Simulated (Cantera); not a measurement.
A closed system holds: 1 mol Fe, 0.0047 mol O2, 48 mol CO, equilibrated at 1875 K.

Equilibrium computed with Cantera from the NASA thermochemical tables; the gas is ideal and each condensed phase is pure. Candidate condensed phases: C, Fe, Fe(CO)5, FeO, Fe2O3, Fe3O4; 15 gas species. Equilibrium is a limit: real reactors are often held back by kinetics, nucleation or transport.

At 3.70 bar, list the 3 most abundant gas species with their mole fractions, and the condensed phases.

CO 1.000, CO2 0.000196, Fe 2.19e-5. Condensed: Fe(l).
